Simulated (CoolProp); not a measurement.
A single-stage vapour-compression cycle with dimethyl carbonate: evaporating at 321.15 K (dew point), condensing at 368.15 K (bubble point), superheat 10 K, subcooling 0 K, compressor efficiency 0.6, no pressure losses. Each further row changes one setting.

Values from CoolProp's reference Helmholtz-energy equation of state, Zhou 2011.

```json
[
 {"case": "as stated", "cooling COP": "3.58", "pressure ratio": "5.53", "discharge temperature (K)": "400.1", "refrigerating effect (kJ/kg)": "327", "volumetric capacity (kJ/m³)": "230"},
 {"case": "evaporating temperature 326.15 K", "cooling COP": "4.14", "pressure ratio": "4.48", "discharge temperature (K)": "397.0", "refrigerating effect (kJ/kg)": "333", "volumetric capacity (kJ/m³)": "286"},
 {"case": "condensing temperature 363.15 K", "cooling COP": "4.08", "pressure ratio": "4.73", "discharge temperature (K)": "393.8", "refrigerating effect (kJ/kg)": "336", "volumetric capacity (kJ/m³)": "237"},
 {"case": "subcooling 5 K", "cooling COP": "3.69", "pressure ratio": "5.53", "discharge temperature (K)": "400.1", "refrigerating effect (kJ/kg)": "336", "volumetric capacity (kJ/m³)": "237"},
 {"case": "superheat 20 K", "cooling COP": "3.61", "pressure ratio": "5.53", "discharge temperature (K)": "410.7", "refrigerating effect (kJ/kg)": "339", "volumetric capacity (kJ/m³)": "232"},
 {"case": "compressor efficiency 0.5", "cooling COP": "2.98", "pressure ratio": "5.53", "discharge temperature (K)": "412.5", "refrigerating effect (kJ/kg)": "327", "volumetric capacity (kJ/m³)": "230"}
]
```
